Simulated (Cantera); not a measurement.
Charge: 1 mol CH3F, 8.9 mol H2, at 2902 °C and 133 Pa.

Method: chemical equilibrium by Gibbs-energy minimisation in Cantera with the NASA 1993 tables (ideal gas, pure condensed phases). Candidate condensed phases: C, C6H6, C7H8, C8H18; 95 gas species. Rates play no part.

Problem. What is the equilibrium state?

Solution. 
- x(H): 0.903
- x(HF): 0.0312
- x(C): 0.0266
- x(H2): 0.0158
- x(F): 0.0149
- x(C3): 0.00417
- x(C2): 0.00302
- x(C2H): 0.000417
- x(CF): 0.000353
- gas amount: 21.52 mol
- log10 activity of C(graphite) (absent): -0.84
